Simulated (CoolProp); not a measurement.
Ethylene at 298.15 K and 1.39 MPa is throttled through a valve to 0.889 MPa with no heat exchange. Each further row changes one setting.

Model: reference Helmholtz-energy equation of state, Smukala 2000, in CoolProp.

| case | temperature change (K) | final density (kg/m³) |
|---|---|---|
| as stated | … | … |
| outlet pressure 0.267 MPa | … | … |
| outlet pressure 1.16 MPa | … | … |

Question: Some entries are withheld; supply them.

Answer: 
- as stated, temperature change (K): -5.4
- as stated, final density (kg/m³): 10.8
- outlet pressure 0.267 MPa, temperature change (K): -12.3
- outlet pressure 0.267 MPa, final density (kg/m³): 3.21
- outlet pressure 1.16 MPa, temperature change (K): -2.4
- outlet pressure 1.16 MPa, final density (kg/m³): 14.2
